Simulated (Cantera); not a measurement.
Input: 1 mol SiH4, 0.55 mol HCl, a varied amount of N2, held at 1250 K and 0.100 bar.

These are equilibrium values from Cantera (NASA tables, ideal gas, pure condensed phases), not measurements of a reactor. Candidate condensed phases: NH4Cl, Si, Si3N4; 28 gas species. N2 is the only nitrogen source here; it is nearly inert below about 1500 K, so the nitride shown seldom forms there in practice. The numbers say what is thermodynamically allowed, not how fast it happens.

x: gas mole fraction; n: condensed amount in mol.

```csv
n(N2) (mol),x N2,x H2,x HCl,x SiCl4,x SiCl2,x SiCl3,x SiHCl3,n Si3N4(s)
6.4,0.692,0.242,0.0663,2.70e-5,…,5.07e-6,3.50e-6,0.333
7.8,0.737,0.207,0.0567,1.90e-5,…,3.85e-6,2.46e-6,0.333
9.6,0.778,0.174,0.0478,1.30e-5,…,2.88e-6,1.69e-6,0.333
12,0.816,0.144,0.0396,8.63e-6,…,2.10e-6,1.12e-6,0.333
14,0.839,0.126,0.0346,6.48e-6,…,1.68e-6,8.39e-7,0.333
18,0.872,0.101,0.0276,4.03e-6,…,1.17e-6,5.22e-7,0.333
22,0.893,0.0837,0.0230,2.75e-6,…,8.78e-7,3.56e-7,0.333
27,0.912,0.0693,0.0190,1.86e-6,…,6.51e-7,2.40e-7,0.333
33,0.927,0.0573,0.0158,1.26e-6,…,4.85e-7,1.63e-7,0.333
40,0.939,0.0478,0.0131,8.67e-7,…,3.66e-7,1.12e-7,0.333
49,0.950,0.0393,0.0108,5.83e-7,…,2.71e-7,7.55e-8,0.333
60,0.959,0.0323,0.00888,3.92e-7,…,2.01e-7,5.07e-8,0.333
```

Question: Some entries are withheld; supply them.

Answer: 
- 6.4, x SiCl2: 6.83e-6
- 7.8, x SiCl2: 5.61e-6
- 9.6, x SiCl2: 4.56e-6
- 12, x SiCl2: 3.66e-6
- 14, x SiCl2: 3.14e-6
- 18, x SiCl2: 2.44e-6
- 22, x SiCl2: 2.00e-6
- 27, x SiCl2: 1.63e-6
- 33, x SiCl2: 1.34e-6
- 40, x SiCl2: 1.11e-6
- 49, x SiCl2: 9.03e-7
- 60, x SiCl2: 7.38e-7
